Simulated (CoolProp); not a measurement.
A simple Rankine cycle with vinyl chloride: condensing at 304.15 K, boiler at 4.31 MPa, turbine inlet 410.8 K, turbine efficiency 0.7, pump efficiency 0.6, no recuperator. Each further row changes one setting.

Model: reference Helmholtz-energy equation of state, Thol 2022, in CoolProp.

```
case                             thermal efficiency (%)  net work (kJ/kg)  heat in (kJ/kg)  turbine exit temperature (K)  volume ratio over the turbine
-------------------------------  ----------------------  ----------------  ---------------  ----------------------------  -----------------------------
as stated                                          12.9              43.9              340                         304.2                           10.3
condensing temperature 296.15 K                    13.9              49.1              353                         296.1                           12.9
boiler pressure 3.02 MPa                           12.2              46.6              382                         322.9                           6.22
turbine efficiency 0.6                             10.8              36.6              340                         304.2                           10.6
```

The expansion ends wet for: as stated; condensing temperature 296.15 K; turbine efficiency 0.6.
